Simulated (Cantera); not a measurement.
Charge: 1 mol Pb, 0.17 mol O2, 87 mol H2, at 1100 K and 1.00 Torr.

Method: chemical equilibrium by Gibbs-energy minimisation in Cantera with the NASA 1993 tables (ideal gas, pure condensed phases). Candidate condensed phases: H2O, Pb, PbO, PbO2, Pb3O4; 12 gas species. Equilibrium is a limit: real reactors are often held back by kinetics, nucleation or transport.

Base state: H2 0.985, Pb 0.0114, H2O 0.00386 (mole fractions); condensed: gas only.

Task: What changes in the equilibrium state with this change: O2 from 0.17 to 0.88 mol?

Result: 
| species | before | after |
|---|---|---|
| H2 | 0.985 | 0.969 |
| H2O | 0.00386 | 0.0200 |
| Pb | 0.0114 | 0.0114 |

Task: What changes in the equilibrium state with this change: temperature from 1100 K to 573 K?

Result: 
| species | before | after |
|---|---|---|
| H2 | 0.985 | 0.996 |
| H2O | 0.00386 | 0.00391 |
| Pb | 0.0114 | <1e-9 |
| Pb(s), mol | 0 | 1.00 |
